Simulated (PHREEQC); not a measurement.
NaOH is added in steps, without added water, to 1 kg of water holding 47 mmol/kgw HF, 5.1 mmol/kgw KF and 55 mmol/kgw HCl, at 25 °C. Oxygen is held at 0.21 atm. CO2 from the air is kept out. Only these solids could form: Halite.

Base run: PHREEQC, ion-association model, wateq4f.dat. Each further column changes one thing. The table gives pH.

| NaOH added (mol) | base | diluted 2-fold with water | HF from 0.047 to 0.0047 mol/kgw | temperature from 25 to 75 °C | no solid may form |
|---|---|---|---|---|---|
| 0 | 1.36 | 1.65 | 1.37 | 1.38 | 1.36 |
| 0.01925 | 1.56 | 2.14 | 1.58 | 1.58 | 1.56 |
| 0.03575 | 1.84 | 3.03 | 1.90 | 1.88 | 1.84 |
| 0.055 | 2.44 | 11.51 | 3.23 | 2.67 | 2.44 |
| 0.07425 | 3.07 | 12.26 | 12.05 | 3.43 | 3.07 |
| 0.09075 | 3.67 | 12.48 | 12.38 | 4.07 | 3.67 |
| 0.11 | 11.78 | 12.65 | 12.58 | 10.48 | 11.78 |

wateq4f.dat counts part of the HF as a dimer, H2F2, which phreeqc.dat doesn't know; its constant is uncertain.  At this temperature some constants are extrapolated from 25 °C, and those without enthalpy data are left unchanged.
